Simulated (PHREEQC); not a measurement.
Copper plating or etch bath

Make-up at 25 °C: 1.2 mmol/kgw CuCl2, 0.49 mmol/kgw HCl and 0.23 mmol/kgw KCl. Closed to the air; pH follows from the charge balance.

Computed with PHREEQC (ion-association model, phreeqc.dat).

- pH = 3.34
- ionic strength = 0.00430 mol/kgw
- specific conductance = 524 µS/cm
- total alkalinity = -0.490 meq/kg

```json
[
 {"species": "Cl-", "molality": "0.00311", "activity": "0.00290", "log γ": "-0.031"},
 {"species": "Cu+2", "molality": "0.00119", "activity": "0.000908", "log γ": "-0.119"},
 {"species": "H+", "molality": "0.000490", "activity": "0.000459", "log γ": "-0.028"},
 {"species": "K+", "molality": "0.000230", "activity": "0.000214", "log γ": "-0.031"},
 {"species": "CuCl+", "molality": "7.60e-6", "activity": "7.08e-6", "log γ": "-0.031"},
 {"species": "CuOH+", "molality": "2.12e-8", "activity": "1.98e-8", "log γ": "-0.031"},
 {"species": "CuCl2", "molality": "1.10e-8", "activity": "1.10e-8", "log γ": "0.000"}
]
```

This is a speciation only: nothing precipitates in the calculation. Complexes and solids missing from the database can't appear.
